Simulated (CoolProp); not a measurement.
Vapour-liquid equilibrium of cis-2-butene (1) + acetone (2) at 0.0354 MPa; x and y are mole fractions of (1).

Computed with CoolProp (multi-fluid Helmholtz-energy mixture model, Lemmon 2005 and Lemmon 2006; pair parameters Bell 2016).

| x | bubble temperature (K) | y at the bubble point | dew temperature at overall composition x (K) | liquid density (mol/L) |
|---|---|---|---|---|
| 0.05 | 285.3 | 0.532 | 300.3 | 13.60 |
| 0.125 | 271.6 | 0.781 | 298.4 | 13.63 |
| 0.2 | 264.5 | 0.861 | 296.5 | 13.54 |
| 0.275 | ? | 0.895 | 294.3 | 13.40 |
| 0.35 | 258.2 | ? | 292.0 | ? |
| 0.425 | 256.9 | 0.923 | 289.5 | 13.05 |
| 0.5 | 256.1 | 0.929 | 286.7 | 12.87 |
| 0.575 | 255.6 | 0.933 | 283.5 | 12.69 |
| 0.65 | 255.1 | 0.937 | 279.8 | 12.52 |
| 0.725 | 254.7 | 0.942 | 275.5 | 12.36 |
| 0.8 | 254.1 | 0.949 | 270.1 | 12.22 |
| 0.875 | 253.5 | 0.961 | 262.9 | 12.08 |
| 0.95 | 252.7 | ? | 254.1 | 11.96 |

Task: Complete the blanks.

Result: 
- 0.275, bubble temperature (K): 260.5
- 0.35, y at the bubble point: 0.913
- 0.35, liquid density (mol/L): 13.23
- 0.95, y at the bubble point: 0.980

No azeotrope shows between x = 0.05 and 0.95.

Pair parameters are fitted to limited data, so mixtures are less certain than the pure fluids. With so large a gap from Raoult's law the liquid may split in two, which this calculation doesn't test in full.
